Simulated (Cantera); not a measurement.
Input: 1 mol Fe₂O₃, 0.49 mol H₂S, 0.4 mol H₂O, at 750 Torr.

These are equilibrium values from Cantera (NASA tables, ideal gas, pure condensed phases), not measurements of a reactor. Candidate condensed phases: Fe, FeO, Fe(OH)₂, Fe(OH)₃, FeS, FeSO₄, FeS₂, Fe₂O₃, Fe₂(SO₄)₃, Fe₃O₄, H₂O, H₂SO₄, S; 22 gas species. Metal and sulfide melt together well below either melting point, which pure phases cannot show. Mutual solubility and eutectic melting of coexisting phases are not modelled. The tables' stoichiometric FeO is somewhat more stable than real wüstite, so its field is too wide. FeO, FeS: taken at fixed stoichiometry. Gases not in the tables: S₃ to S₇. Rates play no part.

Question: Which condensed phases are stable at each of these points (T (°C)): 675, 750, 825, 900, 975, 1050, 1125, 1200, 1275, 1350, 1425, 1500?

Answer: 
```tsv
T (°C)	condensed phases	Fe condensed (%)
675	FeS(s) + Fe₃O₄(s)	100.0
750	FeS(s) + Fe₃O₄(s)	100.0
825	FeS(s) + Fe₃O₄(s)	100.0
900	FeS(s) + Fe₃O₄(s)	100.0
975	FeS(s) + Fe₃O₄(s)	100.0
1050	FeS(s) + Fe₃O₄(s)	100.0
1125	FeO(s) + FeS(s)	100.0
1200	FeO(s) + FeS(l)	100.0
1275	FeO(s) + FeS(l)	100.0
1350	FeO(s)	100.0
1425	FeO(l)	100.0
1500	FeO(l)	100.0
```

From 675 °C to 1050 °C the condensed part is FeS(s) + Fe₃O₄(s). At 1125 °C the condensed part is FeO(s) + FeS(s). From 1200 °C to 1275 °C the condensed part is FeO(s) + FeS(l). At 1350 °C the condensed part is FeO(s). From 1425 °C to 1500 °C the condensed part is FeO(l).
